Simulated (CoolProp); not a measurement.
Neopentane at several states: density (kg/m³) from the reference equation and from simpler models built on Tc = 433.7 K, pc = 31.96 bar, ω = 0.196; each cubic takes its own stable root.

Computed with CoolProp (reference Helmholtz-energy equation of state, Lemmon 2006). It is a short technical equation, of lower accuracy than the large ones.

```json
[
 {"T (K)": "484", "p (bar)": "0.589", "phase": "gas", "reference": "1.061"},
 {"T (K)": "466.5", "p (bar)": "39.5", "phase": "supercritical", "reference": "134.1"},
 {"T (K)": "517.9", "p (bar)": "44.1", "phase": "supercritical", "reference": "104.1"},
 {"T (K)": "487", "p (bar)": "2.7", "phase": "gas", "reference": "4.908"},
 {"T (K)": "296.8", "p (bar)": "0.212", "phase": "gas", "reference": "0.6246"}
]
```

Question: How far does each simpler model (ideal gas, Redlich-Kwong, Soave-Redlich-Kwong, Peng-Robinson) lie from the reference over these 5 states: mean and median of the absolute difference, and the worst?

Answer: 
- ideal gas: mean 15.5 %, median 2.0 %, worst -45.2 % at 466.5 K and 39.5 bar
- Redlich-Kwong: mean 1.1 %, median 0.1 %, worst +2.8 % at 517.9 K and 44.1 bar
- Soave-Redlich-Kwong: mean 1.2 %, median 0.1 %, worst -3.4 % at 466.5 K and 39.5 bar
- Peng-Robinson: mean 0.8 %, median 0.3 %, worst +2.1 % at 466.5 K and 39.5 bar
